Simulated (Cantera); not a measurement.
Standard-state values (1 bar) from the NASA 1993 polynomials, evaluated with Cantera. Values are per mole of reaction as written; species without (g) are pure solids or liquids, kept so even where they would boil at 1 bar.

O3(g) + 6 Cu(OH)2 = 6 H2O2(g) + 3 Cu2O

```json
[
 {"T (K)": "925", "ΔH° (kJ)": "1130.0", "ΔS° (J/K)": "613.4", "ΔG° (kJ)": "562.5", "log10 K": "-31.77"},
 {"T (K)": "1000", "ΔH° (kJ)": "___", "ΔS° (J/K)": "___", "ΔG° (kJ)": "___", "log10 K": "___"},
 {"T (K)": "1075", "ΔH° (kJ)": "1106.7", "ΔS° (J/K)": "590.1", "ΔG° (kJ)": "472.3", "log10 K": "-22.95"},
 {"T (K)": "1150", "ΔH° (kJ)": "1095.9", "ΔS° (J/K)": "580.4", "ΔG° (kJ)": "428.5", "log10 K": "-19.46"},
 {"T (K)": "1225", "ΔH° (kJ)": "___", "ΔS° (J/K)": "___", "ΔG° (kJ)": "___", "log10 K": "___"},
 {"T (K)": "1300", "ΔH° (kJ)": "1076.5", "ΔS° (J/K)": "564.5", "ΔG° (kJ)": "342.7", "log10 K": "-13.77"},
 {"T (K)": "1375", "ΔH° (kJ)": "___", "ΔS° (J/K)": "___", "ΔG° (kJ)": "___", "log10 K": "___"},
 {"T (K)": "1450", "ΔH° (kJ)": "1060.4", "ΔS° (J/K)": "552.8", "ΔG° (kJ)": "258.9", "log10 K": "-9.33"}
]
```

Problem. Some entries are withheld; supply them.

Solution. 
- 1000, ΔH° (kJ): 1118.1
- 1000, ΔS° (J/K): 601.1
- 1000, ΔG° (kJ): 517.0
- 1000, log10 K: -27.01
- 1225, ΔH° (kJ): 1085.8
- 1225, ΔS° (J/K): 571.8
- 1225, ΔG° (kJ): 385.3
- 1225, log10 K: -16.43
- 1375, ΔH° (kJ): 1068.0
- 1375, ΔS° (J/K): 558.1
- 1375, ΔG° (kJ): 300.6
- 1375, log10 K: -11.42
